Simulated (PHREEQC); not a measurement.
Make-up at 25 °C: 0.1 mol/kgw NH4HS and 0.025 mol/kgw CsI. Closed to the air; pH follows from the charge balance.

Equilibrium calculation in PHREEQC: ion-association model, wateq4f.dat.

```tsv
quantity	before	after
pH	8.08	8.08
ionic strength (mol/kgw)	0.120	0.0949
```

Problem. What was changed between the two runs?
(A) NH4HS left out
(B) diluted 100-fold with water
(C) CsI left out
(D) CsI from 0.025 to 0.05 mol/kgw
(E) NH4HS replaced by NH3 at the same molality

Solution. C, CsI left out

This is a speciation only: nothing precipitates in the calculation.
